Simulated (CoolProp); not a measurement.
R1234ze(E) along the isotherm 420 K: density (kg/m³) from the reference equation and from simpler models built on Tc = 382.5 K, pc = 3.635 MPa, ω = 0.313; each cubic takes its own stable root.

Values from CoolProp's reference Helmholtz-energy equation of state, Thol 2016.

| p (MPa) | phase | reference |
|---|---|---|
| 0.151 | gas | 4.984 |
| 0.303 | gas | 10.11 |
| 0.454 | gas | 15.32 |
| 0.606 | gas | 20.69 |
| 0.757 | gas | 26.14 |
| 0.909 | gas | 31.77 |
| 1.06 | gas | 37.50 |
| 1.21 | gas | 43.33 |
| 1.36 | gas | 49.32 |
| 1.51 | gas | 55.47 |
| 1.67 | gas | 62.22 |
| 1.82 | gas | 68.74 |

Q: How far does each simpler model (van der Waals, Soave-Redlich-Kwong) lie from the reference over these 12 states: mean and median of the absolute difference, and the worst?

A: 
- van der Waals: mean 0.3 %, median 0.4 %, worst -0.5 % at 420 K and 1.51 MPa
- Soave-Redlich-Kwong: mean 0.3 %, median 0.3 %, worst -0.6 % at 420 K and 1.82 MPa
